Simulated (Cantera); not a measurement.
Feed: 1 mol C₂H₄, 0.2 mol NH₃, 43 mol H₂, at 20.0 Pa.

These are equilibrium values from Cantera (NASA tables, ideal gas, pure condensed phases), not measurements of a reactor. Candidate condensed phases: C, C₆H₆, C₇H₈, C₈H₁₈; 92 gas species. The numbers say what is thermodynamically allowed, not how fast it happens.

**Question.** At 2175 °C, list the 6 most abundant gas species with their mole fractions, and the condensed phases.

**Answer.** H 0.727, H₂ 0.267, C₂H₂ (acetylene) 0.00231, C₃ 0.00109, HCN 0.000918, N₂ 0.000821. Condensed: C(graphite).
